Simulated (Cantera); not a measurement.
Feed: 1 mol NiS, a varied amount of H2, held at 2125 K and 13.3 mbar.

These are equilibrium values from Cantera (NASA tables, ideal gas, pure condensed phases), not measurements of a reactor. Candidate condensed phases: Ni, NiS, NiS2, Ni3S2, Ni3S4, S; 9 gas species. Rates play no part.

log p: log10 of the partial pressure in bar; nothing condenses.

```
n(H2) (mol)  log p H2    log p Ni  log p H    log p SH    log p S2
-----------  --------  ----------  -------  ----------  ----------
27              -1.92       -3.37    -3.40       -3.99       -3.99
35              -1.91       -3.47    -3.39       -4.06       -4.14
46              -1.91       -3.58    -3.39       -4.13       -4.29
59              -1.90  (withheld)    -3.39  (withheld)  (withheld)
76              -1.90       -3.79    -3.39       -4.28       -4.60
98              -1.90       -3.89    -3.39       -4.37       -4.77
130             -1.89       -4.01    -3.39       -4.46       -4.96
160             -1.89       -4.10    -3.39       -4.53       -5.11
210             -1.89  (withheld)    -3.39  (withheld)  (withheld)
270             -1.89       -4.32    -3.39       -4.72       -5.49
```

Task: What belongs in the gaps?

Result: 
- 59, log p Ni: -3.68
- 59, log p SH: -4.21
- 59, log p S2: -4.44
- 210, log p Ni: -4.21
- 210, log p SH: -4.63
- 210, log p S2: -5.30
